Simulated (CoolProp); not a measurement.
Vapour-liquid equilibrium of sulfur dioxide (1) + toluene (2) at 397 K; x and y are mole fractions of (1).

Computed with CoolProp (multi-fluid Helmholtz-energy mixture model, Gao 2016 and Lemmon 2006; pair parameters Bell 2016).

```csv
x,bubble pressure (kPa),y at the bubble point,dew pressure at overall composition x (kPa),liquid density (mol/L)
0.05,276.7,0.481,153.1,8.558
0.15,585.1,0.765,171.0,9.094
0.25,941.4,0.861,193.5,9.677
0.35,1330,0.907,222.6,10.31
0.45,1738,0.934,261.8,11.01
0.55,2157,0.951,317.5,11.77
0.65,2589,0.964,403.1,12.59
0.75,3040,0.974,552.1,13.46
0.85,3529,0.984,877.5,14.37
0.95,4090,0.994,2124,15.21
```

No azeotrope shows between x = 0.05 and 0.95.

The pair parameters rest on a limited set of measurements; away from them the model extrapolates.
